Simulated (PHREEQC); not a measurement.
1 kg of water holding 0.027 mol NaCl, 0.005 mol MgSO4, 0.16 mol Na2SO4 and 0.082 mol K2SO4 is evaporated at 30 °C; the solids stay in contact with the brine. The system is closed to CO2. The run lets Arcanite, Bischofite, Bloedite, Brucite, Carnallite, Epsomite, Glaserite, Halite, Hexahydrite, Kainite, Kieserite, Leonite, Mirabilite, Misenite, Schoenite, Sylvite, Thenardite, MgCl2_4H2O precipitate or redissolve, and no other solid.

All values are PHREEQC results (Pitzer model, pitzer.dat), not measurements.

```json
[
 {"water left (kg)": "1", "ionic strength": "0.773", "water activity": "0.990", "Thenardite (mol)": "0", "Glaserite (mol)": "0"},
 {"water left (kg)": "0.6755", "ionic strength": "1.14", "water activity": "___", "Thenardite (mol)": "0", "Glaserite (mol)": "0"},
 {"water left (kg)": "0.5552", "ionic strength": "___", "water activity": "0.982", "Thenardite (mol)": "0", "Glaserite (mol)": "0"},
 {"water left (kg)": "0.375", "ionic strength": "2.06", "water activity": "___", "Thenardite (mol)": "0", "Glaserite (mol)": "0"},
 {"water left (kg)": "0.2533", "ionic strength": "3.05", "water activity": "0.964", "Thenardite (mol)": "0", "Glaserite (mol)": "0"},
 {"water left (kg)": "0.2082", "ionic strength": "___", "water activity": "0.957", "Thenardite (mol)": "0", "Glaserite (mol)": "0"},
 {"water left (kg)": "0.1407", "ionic strength": "___", "water activity": "0.937", "Thenardite (mol)": "0", "Glaserite (mol)": "0"},
 {"water left (kg)": "0.1156", "ionic strength": "6.24", "water activity": "0.928", "Thenardite (mol)": "0", "Glaserite (mol)": "0.00862"},
 {"water left (kg)": "0.07809", "ionic strength": "___", "water activity": "___", "Thenardite (mol)": "0", "Glaserite (mol)": "0.0262"},
 {"water left (kg)": "0.05275", "ionic strength": "10.4", "water activity": "0.869", "Thenardite (mol)": "0", "Glaserite (mol)": "0.0375"},
 {"water left (kg)": "0.04335", "ionic strength": "___", "water activity": "0.846", "Thenardite (mol)": "0.00576", "Glaserite (mol)": "0.0414"},
 {"water left (kg)": "0.0293", "ionic strength": "11.4", "water activity": "0.841", "Thenardite (mol)": "0.0544", "Glaserite (mol)": "0.0458"}
]
```

Question: Fill in the missing entries.

Answer: 
- 0.6755, water activity: 0.985
- 0.5552, ionic strength: 1.39
- 0.375, water activity: 0.975
- 0.2082, ionic strength: 3.71
- 0.1407, ionic strength: 5.50
- 0.07809, ionic strength: 7.89
- 0.07809, water activity: 0.906
- 0.04335, ionic strength: 11.7
